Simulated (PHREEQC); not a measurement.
Make-up at 20 °C: 0.086 mmol/kgw NaHCO3 and 0.071 mmol/kgw FeCl2. Closed to the air; pH follows from the charge balance.

Equilibrium calculation in PHREEQC: ion-association model, wateq4f.dat.

```
Item                        Result
----------------  ----------------
pH                            7.91
ionic strength    0.000295 mol/kgw
total alkalinity     0.0860 meq/kg
```

```tsv
species	molality	activity	log γ
Cl-	0.000142	0.000139	-0.009
Na+	8.60e-5	8.43e-5	-0.008
HCO3-	8.23e-5	8.08e-5	-0.008
Fe+2	6.89e-5	6.38e-5	-0.034
CO2	2.40e-6	2.40e-6	0.000
FeOH+	1.14e-6	1.12e-6	-0.008
OH-	5.60e-7	5.49e-7	-0.009
FeHCO3+	5.25e-7	5.15e-7	-0.008
FeCO3	4.21e-7	4.21e-7	0.000
CO3-2	2.97e-7	2.75e-7	-0.034
H+	1.26e-8	1.24e-8	-0.008
FeCl+	1.25e-8	1.23e-8	-0.008
NaHCO3	3.83e-9	3.83e-9	0.000
```

No solid was allowed to form. Examples of supersaturated solids here: Siderite. Others may be too.
